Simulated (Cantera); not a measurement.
## SiH₂Cl₂ + C₂H₂ + H₂ (silicon carbide growth)

Feed: 1 mol SiH₂Cl₂, 0.036 mol C₂H₂, a varied amount of H₂, held at 1998.15 K and 40.0 mbar.

Method: chemical equilibrium by Gibbs-energy minimisation in Cantera with the NASA 1993 tables (ideal gas, pure condensed phases). Candidate condensed phases: C, C₆H₆, C₇H₈, C₈H₁₈, Si, SiC; 109 gas species. Mutual solubility and eutectic melting of coexisting phases are not modelled. The tables' values for SiCl are old estimates; treat these amounts as uncertain. Gases not in the tables: Si₂H₆ and higher silanes. Rates play no part.

```csv
n(H₂) (mol),x H₂,x HCl,x H,x Si,x SiCl₂,x SiH,n Si(l),n SiC(s)
120,0.975,0.0150,0.00793,0.00107,0.000554,0.000143,0.681,0.0677
150,0.978,0.0122,0.00794,0.00107,0.000365,0.000144,0.652,0.0667
170,0.979,0.0109,0.00795,0.00107,0.000289,0.000144,0.630,0.0660
210,0.981,0.00889,0.00795,0.00107,0.000193,0.000144,0.584,0.0646
250,0.983,0.00752,0.00796,0.00107,0.000138,0.000144,0.535,0.0632
310,0.984,0.00612,0.00797,0.00107,9.12e-5,0.000144,0.459,0.0611
370,0.985,0.00515,0.00797,0.00107,6.47e-5,0.000144,0.381,0.0590
440,0.986,0.00435,0.00797,0.00107,4.61e-5,0.000144,0.288,0.0566
530,0.987,0.00363,0.00798,0.00107,3.20e-5,0.000144,0.168,0.0534
640,0.988,0.00302,0.00798,0.00107,2.21e-5,0.000144,0.0199,0.0496
770,0.988,0.00252,0.00798,0.000917,1.33e-5,0.000124,0,0.0468
```
x: gas mole fraction; n: condensed amount in mol.

From 120 mol H₂ to 640 mol H₂ the condensed part is Si(l) + SiC(s). At 770 mol H₂ the condensed part is SiC(s). The main Si-bearing gas is Si throughout. The share of Si in condensed phases is highest at 120 mol H₂ (74.9 %) and lowest at 770 mol H₂ (4.7 %).
